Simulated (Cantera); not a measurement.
## Reactions in the system Al-H-I

Source: NASA polynomial tables (part measured, part estimated), evaluated in Cantera. Values are per mole of reaction as written; species without (g) are pure solids or liquids, kept so even where they would boil at 1 bar.

3 H2(g) + 2 AlI3(g) → 6 HI(g) + 2 Al(g)

```
T (K)  ΔH° (kJ)  ΔS° (J/K)  ΔG° (kJ)  log10 K
-----  --------  ---------  --------  -------
448      1200.1      418.3    1012.7  -118.07
498      1198.6      415.3     991.8  -104.03
548      1197.2      412.5     971.1   -92.56
598      1195.8      410.1     950.6   -83.03
```

2 AlI3(g) → 3 I2 + 2 Al

```
T (K)  ΔH° (kJ)  ΔS° (J/K)  ΔG° (kJ)  log10 K
-----  --------  ---------  --------  -------
448       447.5     -184.4     530.1   -61.80
498       454.0     -170.6     539.0   -56.53
548       460.6     -158.0     547.2   -52.15
598       467.1     -146.6     554.8   -48.46
```
